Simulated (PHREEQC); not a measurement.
Consider water at 25 °C with 0.2 mol HCl, 0.037 mol FeSO4 and 0.13 mol Fe2(SO4)3 per kg of water. It is in equilibrium with CO2 at log p = -3.5 (atm). Otherwise closed; pH follows from the charge balance.

Computed with PHREEQC (ion-association model, phreeqc.dat).

Each row changes one thing in this solution. This is a speciation only: nothing precipitates in the calculation.

```
case                            pH  ionic strength (mol/kgw)  Cl- (mol/kgw)  FeSO4+ (mol/kgw)  HSO4- (mol/kgw)  SO4-2 (mol/kgw)  SI of Goethite (FeOOH)  SI of Hematite (Fe2O3)
----------------------------  ----  ------------------------  -------------  ----------------  ---------------  ---------------  ----------------------  ----------------------
as made                       1.29                     0.594          0.181             0.152           0.0805           0.0619                   +1.74                   +5.50
FeSO4 left out                1.25                     0.540          0.180             0.149           0.0758           0.0517                   +1.70                   +5.42
temperature from 25 to 30 °C  1.30                     0.589          0.180             0.152                …           0.0599                   +1.94                   +5.91
HCl from 0.2 to 0.04 mol/kgw     …                     0.419         0.0375             0.174           0.0208           0.0793                   +3.94                   +9.89
diluted 100-fold with water   2.68                    0.0102        0.00199           0.00173         0.000311          0.00206                   +5.05                  +12.11
temperature from 25 to 50 °C  1.38                     0.575          0.176             0.152           0.0976           0.0531                   +2.71                   +7.54
diluted 2-fold with water     1.48                     0.305         0.0938            0.0844           0.0382                …                   +2.23                   +6.48
```

Q: What belongs in the gaps?

A: 
- temperature from 25 to 30 °C, HSO4- (mol/kgw): 0.0837
- HCl from 0.2 to 0.04 mol/kgw, pH: 2.05
- diluted 2-fold with water, SO4-2 (mol/kgw): 0.0349

Some of these states are supersaturated (in Hematite (slow to form), Goethite (slow to form), for instance). At this temperature some constants are extrapolated from 25 °C, and those without enthalpy data are left unchanged.
